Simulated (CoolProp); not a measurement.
Vapour-liquid equilibrium of n-hexane (1) + hexamethyldisiloxane (MM) (2) at 1.25 °C; x and y are mole fractions of (1).

Model: multi-fluid Helmholtz-energy mixture model, Thol 2019 and Thol 2016; pair parameters Bell 2016, in CoolProp.

```json
[
 {"x": "0.05", "bubble pressure (kPa)": "1.683", "y at the bubble point": "0.172", "dew pressure at overall composition x (kPa)": "1.523", "liquid density (mol/L)": "4.932"},
 {"x": "0.2", "bubble pressure (kPa)": "2.303", "y at the bubble point": "0.488", "dew pressure at overall composition x (kPa)": "1.725", "liquid density (mol/L)": "5.261"},
 {"x": "0.35", "bubble pressure (kPa)": "2.941", "y at the bubble point": "0.675", "dew pressure at overall composition x (kPa)": "1.986", "liquid density (mol/L)": "5.628"},
 {"x": "0.5", "bubble pressure (kPa)": "3.645", "y at the bubble point": "0.803", "dew pressure at overall composition x (kPa)": "2.336", "liquid density (mol/L)": "6.040"},
 {"x": "0.65", "bubble pressure (kPa)": "4.436", "y at the bubble point": "0.892", "dew pressure at overall composition x (kPa)": "2.835", "liquid density (mol/L)": "6.504"},
 {"x": "0.8", "bubble pressure (kPa)": "5.299", "y at the bubble point": "0.953", "dew pressure at overall composition x (kPa)": "3.626", "liquid density (mol/L)": "7.029"},
 {"x": "0.95", "bubble pressure (kPa)": "6.177", "y at the bubble point": "0.991", "dew pressure at overall composition x (kPa)": "5.245", "liquid density (mol/L)": "7.627"}
]
```

No azeotrope shows between x = 0.05 and 0.95.

The pair parameters rest on a limited set of measurements; away from them the model extrapolates.
